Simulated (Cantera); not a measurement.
Feed: 1 mol Fe2O3, a varied amount of C, 0.19 mol CO, equilibrated at 1473 K and 0.443 Torr.

These are equilibrium values from Cantera (NASA tables, ideal gas, pure condensed phases), not measurements of a reactor. Candidate condensed phases: C, Fe, Fe(CO)5, FeO, Fe2O3, Fe3O4; 15 gas species. Mutual solubility and eutectic melting of coexisting phases are not modelled. The tables' stoichiometric FeO is somewhat more stable than real wüstite, so its field is too wide. FeO: taken at fixed stoichiometry. The numbers say what is thermodynamically allowed, not how fast it happens.

At 1.5 mol C, list the 3 most abundant gas species with their mole fractions, and the condensed phases.

CO 0.859, CO2 0.141, Fe 0.000142. Condensed: Fe(γ) + FeO(s).
